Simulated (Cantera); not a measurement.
**Equilibrium for abatement and gas-phase synthesis: HI + H₂**

Feed: 1 mol HI, 0.057 mol H₂, held at 0.0940 bar.

Method: chemical equilibrium by Gibbs-energy minimisation in Cantera with the NASA 1993 tables (ideal gas, pure condensed phases). Candidate condensed phases: I₂; 10 gas species. Ions and electrons are included (thermal ionisation). The numbers say what is thermodynamically allowed, not how fast it happens.

From 2000 K to 5000 K nothing is condensed.

| T (K) | x I | x H | x H₂ | x HI | x I₂ | x e- | x H+ |
|---|---|---|---|---|---|---|---|
| 2000 | 0.597 | 0.00307 | 0.336 | 0.0637 | 0.000970 | <1e-12 | <1e-12 |
| 2250 | 0.612 | 0.0141 | 0.336 | 0.0369 | 0.000358 | <1e-12 | <1e-12 |
| 2500 | 0.612 | 0.0463 | 0.319 | 0.0226 | 0.000154 | <1e-12 | <1e-12 |
| 2750 | 0.595 | 0.117 | 0.274 | 0.0140 | 7.31e-5 | 4.45e-12 | 4.40e-12 |
| 3000 | 0.563 | 0.230 | 0.199 | 0.00818 | 3.67e-5 | 7.60e-11 | 7.54e-11 |
| 3250 | 0.525 | 0.355 | 0.115 | 0.00442 | 1.95e-5 | 7.88e-10 | 7.84e-10 |
| 3500 | 0.497 | 0.447 | 0.0538 | 0.00226 | 1.15e-5 | 5.49e-9 | 5.47e-9 |
| 3750 | 0.483 | 0.493 | 0.0227 | 0.00116 | 7.48e-6 | 2.82e-8 | 2.82e-8 |
| 4000 | 0.477 | 0.512 | 0.00971 | 0.000626 | 5.27e-6 | 1.16e-7 | 1.16e-7 |
| 4250 | 0.475 | 0.520 | 0.00441 | 0.000357 | 3.90e-6 | 4.03e-7 | 4.02e-7 |
| 4500 | 0.474 | 0.524 | 0.00216 | 0.000216 | 3.00e-6 | 1.22e-6 | 1.22e-6 |
| 4750 | 0.473 | 0.525 | 0.00113 | 0.000137 | 2.36e-6 | 3.28e-6 | 3.28e-6 |
| 5000 | 0.473 | 0.526 | 0.000629 | 9.04e-5 | 1.90e-6 | 8.03e-6 | 8.03e-6 |
x: gas mole fraction; nothing condenses.
